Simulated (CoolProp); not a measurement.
Vapour-liquid equilibrium of 1-butene (1) + acetone (2) at 69.85 °C; x and y are mole fractions of (1).

Values from CoolProp's multi-fluid Helmholtz-energy mixture model, Lemmon 2005 and Lemmon 2006; pair parameters Bell 2016.

| x | bubble pressure (MPa) | y at the bubble point | dew pressure at overall composition x (MPa) | liquid density (mol/L) |
|---|---|---|---|---|
| 0.05 | 0.2472 | 0.369 | 0.1670 | 12.42 |
| 0.15 | 0.3998 | 0.630 | 0.1861 | 12.03 |
| 0.25 | 0.5195 | 0.731 | 0.2098 | 11.66 |
| 0.35 | 0.6106 | 0.785 | 0.2402 | 11.29 |
| 0.45 | 0.6805 | 0.820 | 0.2806 | 10.94 |
| 0.55 | 0.7367 | 0.847 | 0.3367 | 10.60 |
| 0.65 | 0.7860 | 0.871 | 0.4193 | 10.28 |
| 0.75 | 0.8334 | 0.898 | 0.5488 | 9.983 |
| 0.85 | 0.8820 | 0.930 | 0.7433 | 9.714 |
| 0.95 | 0.9322 | 0.972 | 0.9078 | 9.479 |

No azeotrope shows between x = 0.05 and 0.95.

Pair parameters are fitted to limited data, so mixtures are less certain than the pure fluids.
